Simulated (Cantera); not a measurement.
A Cantera script and its output.

```python
import numpy as np
import cantera as ct

gas = ct.Solution("gri30.yaml")
gas.TPX = 473, 500000, {'CH4': 1, 'O2': 1.25, 'N2': 13.8}
inlet = ct.Reservoir(gas, clone=True)
gas.equilibrate("HP")  # start burning
reactor = ct.IdealGasConstPressureReactor(gas, energy="on", clone=False)
exhaust = ct.Reservoir(gas, clone=True)
tau = [0.14, 0.054, 0.021, 0.0084, 0.0033, 0.0013, 0.00052, 0.00021, 8.2e-05][0]
for a, b in ((inlet, reactor), (reactor, exhaust)):
    ct.MassFlowController(a, b, mdot=lambda t: reactor.mass / tau)
net = ct.ReactorNet([reactor])
show = ['CH4', 'O2', 'H', 'NO2', 'CH2CO', 'CO2']

rows = []
print(f"{'tau/s':>10s}{'T/K':>9s}" + "".join(f"{s:>11s}" for s in show))
for tau in [0.14, 0.054, 0.021, 0.0084, 0.0033, 0.0013, 0.00052, 0.00021, 8.2e-05]:
    net.initial_time = 0.0
    net.advance(30 * tau)
    before = gas.X
    net.advance(40 * tau)
    drift = np.max(np.abs(gas.X - before) / (gas.X + 1e-9))
    rows.append([gas.T, *gas[show].X, drift])
    print(f"{tau:10.3e}{gas.T:9.1f}" + "".join(f"{x:11.3e}" for x in gas[show].X))
```

It prints:

```
     tau/s      T/K        CH4         O2          H        NO2      CH2CO        CO2
 1.400e-01   1131.0  1.879e-02  1.532e-02  5.469e-07  1.170e-10  1.059e-04  1.508e-02
 5.400e-02    473.0  6.231e-02  7.788e-02  1.102e-36 -1.952e-24 -4.309e-19 -9.290e-17
 2.100e-02    473.0  6.231e-02  7.788e-02  1.469e-36 -3.775e-27 -8.333e-22 -1.797e-19
 8.400e-03    473.0  6.231e-02  7.788e-02  6.359e-37 -2.385e-28 -5.264e-23 -1.135e-20
 3.300e-03    473.0  6.231e-02  7.788e-02  2.531e-37 -1.506e-29 -3.325e-24 -7.168e-22
 1.300e-03    473.0  6.231e-02  7.788e-02  9.841e-38 -9.515e-31 -2.100e-25 -4.528e-23
 5.200e-04    473.0  6.231e-02  7.788e-02  3.826e-38 -6.011e-32 -1.327e-26 -2.860e-24
 2.100e-04    473.0  6.231e-02  7.788e-02  1.456e-38 -3.797e-33 -8.380e-28 -1.807e-25
 8.200e-05    473.0  6.231e-02  7.788e-02  5.026e-39 -2.398e-34 -5.293e-29 -1.141e-26
```

Detailed kinetics in Cantera: GRI-Mech 3.0 (53 species, 325 reactions).
